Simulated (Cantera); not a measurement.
An isothermal plug-flow reactor at 775 K and 4.93 atm (inlet), inlet velocity 1.8 m/s, active area per volume 470 1/m; feed 0.438 % H2, 3.41 % O2, 96.2 % N2, equivalence ratio 0.064.

Cantera simulation using Deutschmann's 1995 Pt surface mechanism with GRI-Mech 3.0 gas chemistry; the numbers are that mechanism's predictions, not measurements. Catalytic surfaces can have several steady states; this one follows from the mechanism file's or the stated starting coverage. Mass transfer to the wall is taken as infinitely fast.

Q: Predict: x(H2) at z = 0.0058 m; x(O2) at z = 0.0058 m; x(H2O) at z = 0.0058 m; θ(free Pt) at the exit; θ(O*) at the exit; θ(OH*) at the exit.

A: 
- x(H2) at z = 0.0058 m: 0.000234
- x(O2) at z = 0.0058 m: 0.0321
- x(H2O) at z = 0.0058 m: 0.00416
- θ(free Pt) at the exit: 0.0283
- θ(O*) at the exit: 0.969
- θ(OH*) at the exit: 0.00296
